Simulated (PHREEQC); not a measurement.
Dissolve 0.014 mol/kgw NaOH, 4.5e-06 mol/kgw H4SiO4 and 0.00077 mol/kgw K3PO4 at 25 °C. Closed to the air; pH follows from the charge balance.

All values are PHREEQC results (ion-association model, wateq4f.dat), not measurements.

Question: The ionic strength comes out as 0.0179 mol/kgw. What activity coefficients do H3SiO4-, HPO4-2, NaHPO4-, Na+, K+ get?

Answer: H3SiO4- 0.87, HPO4-2 0.60, NaHPO4- 0.88, Na+ 0.88, K+ 0.87.

This is a speciation only: nothing precipitates in the calculation. Species that the database lacks are ignored. H3PO4, which wateq4f.dat lacks, is added to it with the constant of phreeqc.dat.
